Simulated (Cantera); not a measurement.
Input: 1 mol Si(CH3)4, 0.027 mol C2H4, 1 mol H2, equilibrated at 133 Pa.

Method: chemical equilibrium by Gibbs-energy minimisation in Cantera with the NASA 1993 tables (ideal gas, pure condensed phases). Candidate condensed phases: C, C6H6, C7H8, C8H18, Si, SiC; 87 gas species. Gases not in the tables: Si2H6 and higher silanes. The numbers say what is thermodynamically allowed, not how fast it happens.

Question: Which condensed phases are stable at each of these points (T (K)): 1100, 1200, 1300, 1400, 1500, 1600, 1700, 1800, 1900, 2000, 2100, 2200, 2300?

Answer: 
| T (K) | condensed phases | Si condensed (%) |
|---|---|---|
| 1100 | C(graphite) + SiC(s) | 100.0 |
| 1200 | C(graphite) + SiC(s) | 100.0 |
| 1300 | C(graphite) + SiC(s) | 100.0 |
| 1400 | C(graphite) + SiC(s) | 100.0 |
| 1500 | C(graphite) + SiC(s) | 100.0 |
| 1600 | C(graphite) + SiC(s) | 100.0 |
| 1700 | C(graphite) + SiC(s) | 100.0 |
| 1800 | C(graphite) + SiC(s) | 100.0 |
| 1900 | C(graphite) + SiC(s) | 99.7 |
| 2000 | C(graphite) + SiC(s) | 98.5 |
| 2100 | C(graphite) + SiC(s) | 93.2 |
| 2200 | C(graphite) + SiC(s) | 71.2 |
| 2300 | C(graphite) | 0.0 |

From 1100 K to 2200 K the condensed part is C(graphite) + SiC(s). At 2300 K the condensed part is C(graphite).
